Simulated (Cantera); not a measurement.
A Cantera script and what it prints.

```python
import numpy as np
import cantera as ct

gas_names = """
    CL CL2 H HCL H2 Si SiCL SiCL2 SiCL3 SiCL4 SiH SiHCL3 SiH2 SiH2CL2 SiH3 SiH3CL SiH4 Si2 Si3
""".split()
cond_names = """
    Si(cr) Si(L)
""".split()


# ... load() reads the species with a 1 bar reference pressure and builds the phases ...
atoms = {
    'SiCl4': {'Si': 1, 'CL': 4},
    'Cl2': {'CL': 2},
    'H2': {'H': 2},
    'HCl': {'H': 1, 'CL': 1},
}
top_T = {}  # K; cautious upper limits of use, not melting points


# ... equilibrate(T, P, feed) seeds the gas with the atoms and calls Mixture.equilibrate('TP', solver="vcs", rtol=1e-11, max_steps=5000) ...
results = []
feed = {'SiCl4': 1, 'Cl2': 2.7, 'H2': 0.44, 'HCl': 1.8}  # mol
T = 1150  # K
P = 27000  # Pa
mix = equilibrate(T, P, feed)
results.append((T, P, feed, dict(zip(mix.species_names, mix.species_moles))))
print(gas.report(threshold=1e-06))
for i in range(1, mix.n_phases):
    print(f"{mix.phase(i).name:16s} {mix.phase_moles(i):12.5e} mol")
```

It prints:

```
       temperature   1150 K
          pressure   27000 Pa
           density   0.20305 kg/m^3
  mean mol. weight   71.908 kg/kmol
   phase of matter   gas

                          1 kg             1 kmol
                     ---------------   ---------------
          enthalpy       -1.5908e+06       -1.1439e+08  J
   internal energy       -1.7238e+06       -1.2396e+08  J
           entropy            4228.3        3.0405e+05  J/K
    Gibbs function       -6.4534e+06       -4.6405e+08  J
 heat capacity c_p            649.83             46728  J/K
 heat capacity c_v             534.2             38413  J/K

                      mass frac. Y      mole frac. X     chem. pot. / RT
                     ---------------   ---------------   ---------------
                CL            0.0016         0.0032454           -15.868
               CL2           0.37293           0.37823           -31.735
               HCL           0.22838           0.45045           -36.405
             SiCL4           0.39709           0.16808           -119.46
     [  +15 minor]        4.4377e-08        2.4043e-08

Si(cr)            0.00000e+00 mol
```

Method: chemical equilibrium by Gibbs-energy minimisation in Cantera with the NASA 1993 tables (ideal gas, pure condensed phases).
